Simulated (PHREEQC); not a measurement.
Solution (26 °C): 0.000172 mol/kgw Ca(HCO3)2, 0.058 mol/kgw Na2SO4 and 0.044 mol/kgw KCl. Closed to the air; pH follows from the charge balance.

Computed with PHREEQC (ion-association model, phreeqc.dat).

Q: The ionic strength comes out as 0.196 mol/kgw. What activity coefficients do NaCO3-, HCO3-, Ca+2, Na+, SO4-2 get?

A: NaCO3- 0.75, HCO3- 0.75, Ca+2 0.32, Na+ 0.75, SO4-2 0.29.

This is a speciation only: nothing precipitates in the calculation. Complexes and solids missing from the database can't appear.
